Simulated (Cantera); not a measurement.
Premixed flame

A freely propagating, adiabatic, planar premixed flame of 5.26 % CO, 6.31 % H₂, 4.31 % CH₄, 13.1 % O₂, 51.1 % N₂, 20.0 % H₂O, unburnt at 525 K and 0.133 bar; mixture-averaged transport, grid criteria slope 0.08 and curve 0.16, no radiation.

Computed with Cantera and GRI-Mech 3.0 (53 species, 325 reactions). Burning velocities carry a grid error of a few per cent, more on coarse grids.

| z (mm) | T (K) | u (m/s) | x CO | x H₂ | x CH₄ | x O | x HCO | x C₂H₆ |
|---|---|---|---|---|---|---|---|---|
| -8.48 | 525 | 1.53 | 0.0526 | 0.0630 | 0.0431 | <1e-8 | <1e-8 | <1e-8 |
| -5.66 | 525 | 1.53 | 0.0526 | 0.0628 | 0.0431 | <1e-8 | <1e-8 | <1e-8 |
| -4.24 | 525 | 1.53 | 0.0526 | 0.0622 | 0.0431 | 1.86e-8 | <1e-8 | 1.80e-8 |
| -2.83 | 534 | 1.55 | 0.0527 | 0.0604 | 0.0431 | 5.39e-7 | <1e-8 | 1.35e-6 |
| -1.41 | 706 | 2.05 | 0.0535 | 0.0548 | 0.0391 | 2.94e-5 | 1.76e-7 | 6.09e-5 |
| -0.707 | 1002 | 2.92 | 0.0585 | 0.0503 | 0.0273 | 0.000230 | 5.03e-6 | 0.000162 |
| 0 | 1349 | 3.95 | 0.0662 | 0.0432 | 0.00803 | 0.00130 | 3.43e-5 | 3.54e-5 |
| 0.707 | 1503 | 4.40 | 0.0600 | 0.0338 | 0.000681 | 0.00335 | 1.01e-5 | 2.29e-7 |
| 1.41 | 1550 | 4.51 | 0.0480 | 0.0299 | 2.94e-5 | 0.00418 | 6.52e-7 | <1e-8 |
| 2.83 | 1600 | 4.62 | 0.0336 | 0.0304 | 7.61e-8 | 0.00416 | 4.47e-8 | <1e-8 |
| 5.66 | 1658 | 4.76 | 0.0258 | 0.0311 | <1e-8 | 0.00366 | 2.75e-8 | <1e-8 |
| 11.3 | 1727 | 4.93 | 0.0242 | 0.0294 | <1e-8 | 0.00293 | 1.90e-8 | <1e-8 |
| 22.6 | 1803 | 5.12 | 0.0234 | 0.0264 | <1e-8 | 0.00208 | 1.19e-8 | <1e-8 |
x: mole fraction of selected species; z is measured from the peak of heat release.

```yaml
laminar_burning_velocity: 153 cm/s
thermal_thickness: 2.83 mm
peak x(O): 0.00426
peak x(HCO): 3.46e-5
peak x(C₂H₆): 0.000164
grid_points: 162
```
